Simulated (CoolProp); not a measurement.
Vapour-liquid equilibrium of carbon dioxide (1) + R125 (2) at 0.789 MPa; x and y are mole fractions of (1).

Values from CoolProp's multi-fluid Helmholtz-energy mixture model, Span 1996 and Lemmon 2005; pair parameters Bell 2016.

| x | bubble temperature (K) | y at the bubble point | dew temperature at overall composition x (K) | liquid density (mol/L) |
|---|---|---|---|---|
| 0.05 | 271.9 | 0.195 | 276.8 | 11.32 |
| 0.2 | 256.2 | 0.572 | 271.7 | 12.91 |
| 0.35 | 246.0 | 0.749 | 266.1 | 14.55 |
| 0.5 | 239.4 | 0.841 | 259.7 | … |
| 0.65 | 234.7 | 0.899 | 252.1 | 18.51 |
| 0.8 | … | 0.944 | … | … |
| 0.95 | 227.8 | 0.985 | … | 24.56 |

Q: Fill in the missing entries.

A: 
- 0.5, liquid density (mol/L): 16.37
- 0.8, bubble temperature (K): 231.0
- 0.8, dew temperature at overall composition x (K): 242.5
- 0.8, liquid density (mol/L): 21.15
- 0.95, dew temperature at overall composition x (K): 230.5

No azeotrope shows between x = 0.05 and 0.95.

The pair parameters rest on a limited set of measurements; away from them the model extrapolates.
